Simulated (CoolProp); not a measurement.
Model: reference Helmholtz-energy equation of state, Thol 2019, in CoolProp.

For dodecamethylpentasiloxane (MD3M), give the phase and the Z, cv (kJ/(kg K)), speed of sound (m/s), Joule-Thomson coefficient (K/MPa) at 620 K and 572 kPa; 620 K and 1140 kPa; 620 K and 1290 kPa.


- 620 K and 572 kPa: gas; Z 0.716, cv 2.13, speed of sound 81.7, Joule-Thomson coefficient 19.0
- 620 K and 1140 kPa: liquid; Z 0.188, cv 2.16, speed of sound 115, Joule-Thomson coefficient 3.50
- 620 K and 1290 kPa: liquid; Z 0.207, cv 2.15, speed of sound 131, Joule-Thomson coefficient 2.66
